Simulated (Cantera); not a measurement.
Input: 1 mol SiH₂Cl₂, 0.35 mol C₂H₄, 100 mol H₂, equilibrated at 2450 K and 133 Pa.

Equilibrium computed with Cantera from the NASA thermochemical tables; the gas is ideal and each condensed phase is pure. Candidate condensed phases: C, C₆H₆, C₇H₈, C₈H₁₈, Si, SiC; 109 gas species. The tables' values for SiCl are old estimates; treat these amounts as uncertain. Equilibrium is a limit: real reactors are often held back by kinetics, nucleation or transport.

Base state: H₂ 0.562, H 0.413, HCl 0.0100, Si 0.00694, Cl 0.00522, C₂H₂ (acetylene) 0.00189, SiC₂ 0.000597, C₂H 8.91e-5 (mole fractions); condensed: gas only.

### Question
What changes in the equilibrium state with this change: H₂ from 100 to 25 mol?

### Answer
```csv
species,before,after
H₂,0.562,0.517
H,0.413,0.396
HCl,0.0100,0.0356
Cl,0.00522,0.0193
Si,0.00694,0.0222
SiCl₂,7.82e-7,3.44e-5
Si₂C,7.25e-6,0.000117
SiCl,1.71e-5,0.000202
SiC₂,0.000597,0.00475
C₄H₂,2.61e-6,1.48e-5
```

### Question
What changes in the equilibrium state with this change: SiH₂Cl₂ replaced by Si(CH₃)₄?

### Answer
```json
[
 {"species": "H₂", "before": "0.562", "after": "0.571"},
 {"species": "H", "before": "0.413", "after": "0.416"},
 {"species": "Si", "before": "0.00694", "after": "0.00595"},
 {"species": "HCl", "before": "0.0100", "after": "0"},
 {"species": "Cl", "before": "0.00522", "after": "0"},
 {"species": "SiCl", "before": "1.71e-5", "after": "0"},
 {"species": "C₄H₂", "before": "2.61e-6", "after": "1.79e-5"},
 {"species": "C₃", "before": "4.01e-5", "after": "0.000168"},
 {"species": "C₂H₂ (acetylene)", "before": "0.00189", "after": "0.00498"},
 {"species": "C₂H", "before": "8.91e-5", "after": "0.000234"},
 {"species": "C(graphite), mol", "before": "0", "after": "2.82"}
]
```
